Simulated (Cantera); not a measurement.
Input: 1 mol FeS, 1400 mol H₂, 15 mol N₂.

Method: chemical equilibrium by Gibbs-energy minimisation in Cantera with the NASA 1993 tables (ideal gas, pure condensed phases). Candidate condensed phases: Fe, FeS, FeS₂, S; 16 gas species. Equilibrium is a limit: real reactors are often held back by kinetics, nucleation or transport.

Problem. What condenses at these points (T in K, P in Pa): (1875, 320); (1375, 3200); (1425, 10); (1475, 1000000); (1575, 3200)?

Solution. 
```csv
T (K),P in Pa,condensed phases,Fe condensed (%)
1875,320,gas only,0.0
1375,3200,Fe,100.0
1425,10,Fe,60.4
1475,1000000,Fe,100.0
1575,3200,Fe,97.0
```
